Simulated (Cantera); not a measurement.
Cantera with NASA thermochemical tables; ideal gases at 1 bar, condensed phases pure. Values are per mole of reaction as written; species without (g) are pure solids or liquids, kept so even where they would boil at 1 bar. The tables' values for SiF2 are old estimates.

Question: Between 300 and 2348 K, where is each reaction favourable under standard conditions?
- Si3N4 + 3 F2(g) = 4 N(g) + 3 SiF2(g)
- Si3N4 + 4 NF3(g) = 8 N(g) + 3 SiF4(g)
- 6 F2(g) + Si3N4 = 4 NF3(g) + 3 Si

Answer: 
- Si3N4 + 3 F2(g) = 4 N(g) + 3 SiF2(g): ΔG° is 673 kJ at 300 K and -679 kJ at 2348 K; it changes sign between 1148 and 1348 K. ΔH° is 821 kJ and ΔS° 639 J/K at 2348 K.
- Si3N4 + 4 NF3(g) = 8 N(g) + 3 SiF4(g): ΔG° is -67 kJ at 300 K and -2013 kJ at 2348 K; it stays negative (K > 1). ΔH° is 182 kJ and ΔS° 935 J/K at 2348 K.
- 6 F2(g) + Si3N4 = 4 NF3(g) + 3 Si: ΔG° is 287 kJ at 300 K and 662 kJ at 2348 K; it stays positive (K < 1). ΔH° is 396 kJ and ΔS° -114 J/K at 2348 K.
